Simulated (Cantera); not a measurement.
An adiabatic, constant-volume homogeneous reactor starts with CH3OH : O2 : N2 = 1 : 1.36 : 5.13 (molar parts), equivalence ratio 1.1, at 1823 K and 1500000 Pa. Integrator tolerance rtol = 1e-08.

Model: GRI-Mech 3.0 (53 species, 325 reactions), integrated in Cantera. GRI-Mech 3.0 was tuned for natural gas; its chemistry of methanol as a main component is partial and can be far from experiment. The pressure lies above the range GRI-Mech 3.0 was tuned for (to about 10 atm). Above 3000 K some thermodynamic fits are extrapolated.

Task: What does this change do: constant pressure in place of constant volume?

Result: 
```
quantity                                                              before                                    after
---------------------------------  -----------------------------------------  ---------------------------------------
time of steepest temperature rise                                    1.63 µs                                  1.96 µs
temperature at 0.400 s                                                3247 K                                   3048 K
equilibrium temperature                                               3247 K                                   3048 K
x(CH3OH) at 0.400 s                    <1e-12 (gas-phase equilibrium <1e-12)    <1e-12 (gas-phase equilibrium <1e-12)
x(O2) at 0.400 s                       0.0146 (gas-phase equilibrium 0.0146)    0.0128 (gas-phase equilibrium 0.0128)
x(NO) at 0.400 s                       0.0145 (gas-phase equilibrium 0.0145)    0.0109 (gas-phase equilibrium 0.0109)
x(HO2) at 0.400 s                    2.80e-5 (gas-phase equilibrium 2.80e-5)  1.57e-5 (gas-phase equilibrium 1.57e-5)
x(C2H) at 0.400 s                      <1e-12 (gas-phase equilibrium <1e-12)    <1e-12 (gas-phase equilibrium <1e-12)
x(CH4) at 0.400 s                  1.92e-12 (gas-phase equilibrium 2.36e-12)    <1e-12 (gas-phase equilibrium <1e-12)
x(C2H4) at 0.400 s                     <1e-12 (gas-phase equilibrium <1e-12)    <1e-12 (gas-phase equilibrium <1e-12)
```
